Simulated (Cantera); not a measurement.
Input: 1 mol CsCl, 9.8 mol H2O, 9.7 mol H2, at 2000 K and 13300 Pa.

Cantera equilibrium calculation (NASA polynomials, part measured and part estimated; ideal gas, pure solids and liquids). Candidate condensed phases: Cs, CsCl, CsOH, H2O; 22 gas species. Rates play no part.

Base state: H2O 0.473, H2 0.469, CsCl 0.0433, HCl 0.00530, H 0.00305, CsOH 0.00289, Cs 0.00244, OH 0.000307 (mole fractions); condensed: gas only.

Task: What changes in the equilibrium state with this change: temperature from 2000 K to 948 K?

Result: 
| species | before | after |
|---|---|---|
| H2O | 0.473 | 0.501 |
| H2 | 0.469 | 0.496 |
| CsCl | 0.0433 | 0.00177 |
| H | 0.00305 | 1.01e-9 |
| OH | 0.000307 | <1e-9 |
| Cs | 0.00244 | 2.30e-8 |
| CsCl(l), mol | 0 | 0.929 |

Task: What changes in the equilibrium state with this change: temperature from 2000 K to 1473 K?

Result: 
| species | before | after |
|---|---|---|
| H2O | 0.473 | 0.477 |
| H2 | 0.469 | 0.473 |
| CsCl | 0.0433 | 0.0473 |
| HCl | 0.00530 | 0.000971 |
| Cl | 2.57e-5 | 3.96e-8 |
| OH | 0.000307 | 6.26e-7 |
| H | 0.00305 | 2.38e-5 |
| Cs2Cl2 | 5.74e-6 | 0.000265 |

Task: What changes in the equilibrium state with this change: H2O from 9.8 to 0.18 mol?

Result: 
```tsv
species	before	after
H2	0.469	0.882
CsCl	0.0433	0.0854
H2O	0.473	0.0163
OH	0.000307	7.71e-6
CsOH	0.00289	0.000173
Cs2Cl2	5.74e-6	2.23e-5
```
